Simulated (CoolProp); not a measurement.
Vapour-liquid equilibrium of toluene (1) + n-decane (2) at 4.5 bar; x and y are mole fractions of (1).

Model: multi-fluid Helmholtz-energy mixture model, Lemmon 2006 and Lemmon 2006; pair parameters Bell 2016, in CoolProp.

```json
[
 {"x": "0.05", "bubble temperature, mixture model (K)": "511.5", "bubble temperature, Raoult's law (K)": "510.5", "y, mixture model": "0.122", "y, Raoult's law": "0.154"},
 {"x": "0.125", "bubble temperature, mixture model (K)": "503.6", "bubble temperature, Raoult's law (K)": "502.0", "y, mixture model": "0.286", "y, Raoult's law": "0.337"},
 {"x": "0.2", "bubble temperature, mixture model (K)": "496.0", "bubble temperature, Raoult's law (K)": "494.4", "y, mixture model": "0.427", "y, Raoult's law": "0.478"},
 {"x": "0.275", "bubble temperature, mixture model (K)": "488.9", "bubble temperature, Raoult's law (K)": "487.6", "y, mixture model": "?", "y, Raoult's law": "0.588"},
 {"x": "0.35", "bubble temperature, mixture model (K)": "482.3", "bubble temperature, Raoult's law (K)": "481.5", "y, mixture model": "0.636", "y, Raoult's law": "0.675"},
 {"x": "0.425", "bubble temperature, mixture model (K)": "476.4", "bubble temperature, Raoult's law (K)": "476.0", "y, mixture model": "0.712", "y, Raoult's law": "0.745"},
 {"x": "0.5", "bubble temperature, mixture model (K)": "471.1", "bubble temperature, Raoult's law (K)": "471.0", "y, mixture model": "?", "y, Raoult's law": "0.802"},
 {"x": "0.575", "bubble temperature, mixture model (K)": "466.4", "bubble temperature, Raoult's law (K)": "466.4", "y, mixture model": "0.824", "y, Raoult's law": "0.848"},
 {"x": "0.65", "bubble temperature, mixture model (K)": "462.1", "bubble temperature, Raoult's law (K)": "462.1", "y, mixture model": "0.865", "y, Raoult's law": "0.887"},
 {"x": "0.725", "bubble temperature, mixture model (K)": "458.2", "bubble temperature, Raoult's law (K)": "458.2", "y, mixture model": "?", "y, Raoult's law": "0.919"},
 {"x": "0.8", "bubble temperature, mixture model (K)": "454.6", "bubble temperature, Raoult's law (K)": "454.6", "y, mixture model": "0.932", "y, Raoult's law": "0.946"},
 {"x": "0.875", "bubble temperature, mixture model (K)": "451.3", "bubble temperature, Raoult's law (K)": "451.2", "y, mixture model": "0.959", "y, Raoult's law": "0.969"},
 {"x": "0.95", "bubble temperature, mixture model (K)": "448.1", "bubble temperature, Raoult's law (K)": "448.1", "y, mixture model": "0.984", "y, Raoult's law": "0.989"}
]
```

What belongs in the gaps?


- 0.275, y, mixture model: 0.542
- 0.5, y, mixture model: 0.773
- 0.725, y, mixture model: 0.901

The largest gap from Raoult's law is +1.6 K in bubble temperature, at x = 0.125. No azeotrope shows between x = 0.05 and 0.95.

Pair parameters are fitted to limited data, so mixtures are less certain than the pure fluids.
